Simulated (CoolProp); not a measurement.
The fluid at 570.8 K and 0.782 MPa is throttled through a valve to 0.0351 MPa with no heat exchange. The same conditions are run with several fluids, on thermodynamics alone (safety and materials aside).

Values from CoolProp's reference Helmholtz-energy equation of state of each fluid (octamethylcyclotetrasiloxane (D4): Thol 2015; nitrogen: Span 2000; carbonyl sulfide: Lemmon 2006; o-xylene: Zhou 2012; benzene: Thol 2012).

```json
[
 {"fluid": "octamethylcyclotetrasiloxane (D4)", "temperature change (K)": "-9.2", "final density (kg/m³)": "2.25"},
 {"fluid": "nitrogen", "temperature change (K)": "-0.1", "final density (kg/m³)": "0.207"},
 {"fluid": "carbonyl sulfide", "temperature change (K)": "-3.5", "final density (kg/m³)": "(withheld)"},
 {"fluid": "o-xylene", "temperature change (K)": "(withheld)", "final density (kg/m³)": "0.801"},
 {"fluid": "benzene", "temperature change (K)": "-5.3", "final density (kg/m³)": "(withheld)"}
]
```

Q: Complete the blanks.

A: 
- carbonyl sulfide, final density (kg/m³): 0.447
- o-xylene, temperature change (K): -8.2
- benzene, final density (kg/m³): 0.585
